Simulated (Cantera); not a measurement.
Transport properties of process gases

Gas mixture: CO₂ : CH₄ = 0.83 : 0.13 (molar parts), at 17.3 Torr, frozen composition.

Cantera's kinetic-theory transport with the Lennard-Jones parameters of GRI-Mech 3.0, ideal gas; thermal conductivity in the multicomponent form. The composition is frozen, though it would react at the higher temperatures.

| T (K) | ρ (kg/m³) | cp (J/kg/K) | μ (µPa s) | λ (mW/m/K) | Pr | D (cm²/s) H₂O | D (cm²/s) H | D (cm²/s) N₂ |
|---|---|---|---|---|---|---|---|---|
| 400 | 0.0278 | 1024 | 19.4 | 27.9 | 0.711 | 13.1 | 75.2 | 12.2 |
| 600 | 0.0185 | 1195 | 27.3 | 45.9 | 0.710 | 28.9 | 155 | 24.9 |
| 800 | 0.0139 | 1321 | 34.0 | 63.6 | 0.707 | 49.6 | 256 | 40.8 |
| 1000 | 0.0111 | 1415 | 40.0 | 80.5 | 0.704 | 74.5 | 375 | 59.5 |
| 1200 | 0.00927 | 1484 | 45.5 | 96.3 | 0.701 | 103 | 510 | 80.8 |
| 1400 | 0.00795 | 1538 | 50.5 | 111 | 0.698 | 135 | 661 | 105 |
| 1600 | 0.00695 | 1579 | 55.3 | 125 | 0.696 | 171 | 827 | 131 |
| 1800 | 0.00618 | 1611 | 59.8 | 139 | 0.694 | 209 | 1010 | 159 |
D: mixture-averaged diffusion coefficient of that species in the mixture.
